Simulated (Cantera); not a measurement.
What does this Cantera script print?

```python
import numpy as np
import cantera as ct

surf = ct.Interface("ptcombust.yaml", "Pt_surf")
gas = surf.adjacent["gas"]
gas.TPX = 475, 500000, {'H2': 0.0024, 'O2': 0.03, 'N2': 0.79, 'H2O': 0.072}
surf.TP = 475, 500000
reactor = ct.FlowReactor(gas, clone=False)
reactor.area = 0.0001  # m2
reactor.surface_area_to_volume_ratio = 4900  # 1/m
reactor.mass_flow_rate = 0.15 * reactor.area * gas.density  # inlet velocity 0.15 m/s
reactor.energy_enabled = False
wall = ct.ReactorSurface(surf, reactor, clone=False)
net = ct.ReactorNet([reactor])
net.rtol, net.atol = 1e-8, 1e-16
show, cover = ['H2', 'O2', 'H2O'], ['PT(S)', 'H(S)', 'O(S)', 'OH(S)', 'CO(S)', 'C(S)']

rows = []
print(f"{'z/m':>9s}{'u/(m/s)':>9s}" + "".join(f"{s:>13s}" for s in show + cover))
for z in [5.6e-05, 0.00011, 0.00021, 0.0004, 0.00078, 0.0015, 0.0029, 0.0056]:
    net.advance(z)
    rows.append([reactor.speed, *gas[show].X, *surf[cover].coverages])
    print(f"{z:9.4g}{rows[-1][0]:9.3g}" + "".join(f"{x:13.4e}" for x in rows[-1][1:]))
```

Output:

```
      z/m  u/(m/s)           H2           O2          H2O        PT(S)         H(S)         O(S)        OH(S)        CO(S)         C(S)
  5.6e-05     0.15   4.0645e-04   3.2440e-02   8.2873e-02   1.7764e-02   3.9567e-09   8.3844e-01   1.4119e-01  -6.6502e-26   2.0297e-30
  0.00011     0.15   2.2257e-04   3.2351e-02   8.3064e-02   9.7544e-03   1.1656e-09   8.8145e-01   1.0736e-01  -4.1435e-22  -5.5945e-27
  0.00021     0.15   1.2099e-04   3.2302e-02   8.3170e-02   5.3105e-03   3.4424e-10   9.1324e-01   8.0663e-02   5.0167e-24  -3.6000e-31
   0.0004     0.15   6.4762e-05   3.2275e-02   8.3229e-02   2.8450e-03   1.0020e-10   9.3692e-01   5.9814e-02   8.6465e-26  -8.3687e-31
  0.00078     0.15   3.3554e-05   3.2260e-02   8.3261e-02   1.4748e-03   2.7838e-11   9.5483e-01   4.3480e-02   3.2104e-26   6.5544e-31
   0.0015     0.15   1.7536e-05   3.2252e-02   8.3278e-02   7.7100e-04   8.0180e-12   9.6747e-01   3.1648e-02  -1.8257e-24  -4.2049e-29
   0.0029     0.15   9.0930e-06   3.2248e-02   8.3287e-02   3.9996e-04   2.3244e-12   9.7664e-01   2.2903e-02   3.4409e-26  -1.2510e-31
   0.0056     0.15   4.7129e-06   3.2246e-02   8.3291e-02   2.0759e-04   6.9040e-13   9.8321e-01   1.6556e-02  -6.1547e-26  -1.0509e-31
```

Cantera simulation using Deutschmann's 1995 Pt surface mechanism with GRI-Mech 3.0 gas chemistry; the numbers are that mechanism's predictions, not measurements. Catalytic surfaces can have several steady states; this one follows from the mechanism file's or the stated starting coverage. Mass transfer to the wall is taken as infinitely fast.
